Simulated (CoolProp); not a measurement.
Vapour-liquid equilibrium of m-xylene (1) + n-undecane (2) at 543.9 K; x and y are mole fractions of (1).

Computed with CoolProp (multi-fluid Helmholtz-energy mixture model, Zhou 2012 and Aleksandrov 2011; pair parameters Bell 2016).

Problem. Give the bubble pressure and the first vapour's composition at x = 0.45, 0.65, 0.75. Is there an azeotrope?

Solution. x = 0.45: 817.6 kPa, y = 0.634; x = 0.65: 995.8 kPa, y = 0.799; x = 0.75: 1092 kPa, y = 0.866. No azeotrope shows between x = 0.05 and 0.95.

Pair parameters are fitted to limited data, so mixtures are less certain than the pure fluids.
